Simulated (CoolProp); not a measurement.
Methanol at 298.15 K and 0.01 MPa is compressed adiabatically to 0.0638 MPa with isentropic efficiency 0.85. Each further row changes one setting.

Values from CoolProp's reference Helmholtz-energy equation of state, de Reuck 1993.

```tsv
case	work (kJ/kg)	final temperature (K)	final density (kg/m³)
as stated	197	425.9	0.581
efficiency 1	168	408.4	0.606
efficiency 0.65	258	460.6	0.536
```
